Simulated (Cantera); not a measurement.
Input: 1 mol Cr, 0.47 mol O2, 3 mol N2, 4.6 mol N2O, equilibrated at 2.00 Pa.

Cantera equilibrium calculation (NASA polynomials, part measured and part estimated; ideal gas, pure solids and liquids). Candidate condensed phases: Cr, CrN, Cr2N, Cr2O3; 14 gas species. Equilibrium is a limit: real reactors are often held back by kinetics, nucleation or transport.

log p: log10 of the partial pressure in bar; n: condensed amount in mol.

```
T (K)  log p N2  log p O2  log p O  log p NO  log p CrO2  log p CrO3  n Cr2O3(s)
-----  --------  --------  -------  --------  ----------  ----------  ----------
925       -4.80     -5.38   -13.56     -9.59        <-16      -16.14       0.500
1025      -4.80     -5.38   -12.17     -9.09        <-16      -14.67       0.500
1125      -4.80     -5.38      ___       ___         ___         ___       0.500
1225      -4.80     -5.38   -10.06     -8.33      -13.64      -12.47       0.500
1325      -4.80     -5.38    -9.25     -8.03      -12.11      -11.63       0.500
1425      -4.80     -5.38    -8.55     -7.78      -10.80      -10.91       0.500
1525      -4.80     -5.38    -7.94     -7.56       -9.67      -10.28       0.500
1625      -4.80     -5.38      ___       ___         ___         ___       0.499
1725      -4.80     -5.39    -6.93     -7.20       -7.81       -9.26       0.496
```

Some entries are withheld; supply them.


- 1625, log p O: -7.40
- 1625, log p NO: -7.37
- 1625, log p CrO2: -8.68
- 1625, log p CrO3: -9.74
- 1125, log p O: -11.02
- 1125, log p NO: -8.67
- 1125, log p CrO2: -15.45
- 1125, log p CrO3: -13.47
